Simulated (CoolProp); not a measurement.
Vapour-liquid equilibrium of R143a (1) + isobutane (2) at 304 kPa; x and y are mole fractions of (1).

Model: multi-fluid Helmholtz-energy mixture model, Lemmon and Jacobsen 2000 and Bücker 2006; pair parameters Bell 2016, in CoolProp.

Question: Give the bubble temperature and the first vapour's composition at x = 0.5, 0.65, 0.8. Is there an azeotrope?

Answer: x = 0.5: 256.4 K, y = 0.790; x = 0.65: 254.7 K, y = 0.827; x = 0.8: 253.3 K, y = 0.875. No azeotrope shows between x = 0.05 and 0.95.

The pair parameters rest on a limited set of measurements; away from them the model extrapolates. With so large a gap from Raoult's law the liquid may split in two, which this calculation doesn't test in full.
